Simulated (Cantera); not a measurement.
**Reactions in the system Br-H-Mg**

Source: NASA polynomial tables (part measured, part estimated), evaluated in Cantera. Values are per mole of reaction as written; species without (g) are pure solids or liquids, kept so even where they would boil at 1 bar.

Mg + 2 HBr(g) ⇌ H₂(g) + MgBr₂

| T (K) | ΔH° (kJ) | ΔS° (J/K) | ΔG° (kJ) | log10 K | condensed phases |
|---|---|---|---|---|---|
| 375 | -449.8 | -177.5 | -383.3 | 53.39 | Mg(s), MgBr₂(s) |
| 575 | -445.3 | -167.8 | -348.8 | 31.69 | Mg(s), MgBr₂(s) |
| 775 | -440.8 | -161.2 | -315.9 | 21.29 | Mg(s), MgBr₂(s) |
| 975 | -445.1 | -165.5 | -283.7 | 15.20 | Mg(l), MgBr₂(s) |
| 1175 | -398.9 | -119.1 | -258.9 | 11.51 | Mg(l), MgBr₂(l) |
